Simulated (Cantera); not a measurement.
Feed: 1 mol C₂F₆, 1.2 mol H₂, equilibrated at 2000 K and 1330 Pa.

Method: chemical equilibrium by Gibbs-energy minimisation in Cantera with the NASA 1993 tables (ideal gas, pure condensed phases). Candidate condensed phases: C, C₆H₆, C₇H₈, C₈H₁₈; 95 gas species. The feed counts by its element totals alone. Gases not in the tables: C₂F₆ and larger saturated fluorocarbons. The numbers say what is thermodynamically allowed, not how fast it happens.

### Question
What is the equilibrium state?

### Answer
* **x(HF)**: 0.699
* **x(CF₄)**: 0.232
* **x(CF₂)**: 0.0465
* **x(F)**: 0.0200
* **x(CF₃)**: 0.00285
* **x(CF)**: 9.27e-5
* **x(CHF₃)**: 4.13e-6
* **x(H)**: 2.85e-6
* **x(C₂F₄)**: 1.38e-6
* **n(C(graphite))**: 1.03 mol
* **gas amount**: 3.434 mol
